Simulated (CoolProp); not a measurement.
A single-stage vapour-compression cycle with R245fa: evaporating at 250.15 K (dew point), condensing at 279.15 K (bubble point), superheat 8 K, subcooling 5 K, compressor efficiency 0.8, no pressure losses. Each further row changes one setting.

Computed with CoolProp (reference Helmholtz-energy equation of state, Akasaka 2015).

| case | cooling COP | pressure ratio | discharge temperature (K) | refrigerating effect (kJ/kg) | volumetric capacity (kJ/m³) |
|---|---|---|---|---|---|
| as stated | 6.46 | 4.19 | 296.0 | 193 | 202 |
| evaporating temperature 255.15 K | 8.10 | 3.18 | 293.9 | 196 | 266 |
| condensing temperature 274.15 K | 7.94 | 3.36 | 290.0 | 199 | 208 |
| subcooling 10 K | 6.67 | 4.19 | 296.0 | 199 | 208 |
| superheat 18 K | 6.47 | 4.19 | 306.3 | 201 | 202 |
| compressor efficiency 0.7 | 5.65 | 4.19 | 300.8 | 193 | 202 |
